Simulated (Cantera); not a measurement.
An adiabatic, constant-volume homogeneous reactor starts with CH4 : CO : O2 : N2 = 1 : 0.22 : 1.41 : 7.2 (molar parts), at 1323 K and 750 Torr.

Computed with Cantera and GRI-Mech 3.0 (53 species, 325 reactions).

One state of this run: T (K) = 2715; P (bar) = 2.20; x CH4 = <1e-12; x CO = 0.0841; x O2 = 0.000726; x CH3 = 1.77e-12; x H2O = 0.131; x HCN = 2.80e-8; x CH2CO = <1e-12. x: mole fraction; the columns are a selection and need not sum to one.

Task: Which value of t (s) does it belong to?
A) 0.00126
B) 2.00e-6
C) 0.00796
D) 0.0502

Result: D, 0.0502
